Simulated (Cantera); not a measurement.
A perfectly stirred reactor is fed with CH4 : H2 : O2 : N2 = 1 : 0.13 : 4.92 : 18.5 (molar parts), at 0.320 bar; it is adiabatic with a 350 K inlet, and is followed from long to short residence time, starting on the burning branch (τ in s: 0.024, 0.012, 0.0055, 0.0026, 0.0013, 0.0006, 0.00028, 0.00014, 6.4e-05, 3.1e-05).

Detailed kinetics in Cantera: GRI-Mech 3.0 (53 species, 325 reactions).

Q: Predict: blow-out, bracketed by the residence times tried; x(CH4) at τ = 24.0 ms; x(H2) at τ = 24.0 ms; x(O2) at τ = 24.0 ms; x(CH2CO) at τ = 24.0 ms; x(CH4) at τ = 0.600 ms; x(H2) at τ = 0.600 ms; x(O2) at τ = 0.600 ms.

A: 
| Property | Result |
|---|---|
| blow-out, bracketed by the residence times tried | burning at 5.50 ms, out at 2.60 ms |
| x(CH4) at τ = 24.0 ms | 0.000164 |
| x(H2) at τ = 24.0 ms | 0.000328 |
| x(O2) at τ = 24.0 ms | 0.118 |
| x(CH2CO) at τ = 24.0 ms | 1.65e-8 |
| x(CH4) at τ = 0.600 ms | 0.0407 |
| x(H2) at τ = 0.600 ms | 0.00530 |
| x(O2) at τ = 0.600 ms | 0.200 |
